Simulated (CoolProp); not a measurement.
Model: reference Helmholtz-energy equation of state, Akasaka 2019, in CoolProp.

Problem. Give the vapour pressure (kPa), liquid density (kg/m³), vapour density (kg/m³), enthalpy of vaporisation (kJ/kg) of saturated R1234ze(Z) at 331.3, 346.4 K.

Solution. 
```json
[
 {"T (K)": "331.3", "p (kPa)": "492", "liquid density (kg/m³)": "1130", "vapour density (kg/m³)": "23.8", "enthalpy of vaporisation (kJ/kg)": "184"},
 {"T (K)": "346.4", "p (kPa)": "729", "liquid density (kg/m³)": "1080", "vapour density (kg/m³)": "35.5", "enthalpy of vaporisation (kJ/kg)": "171"}
]
```
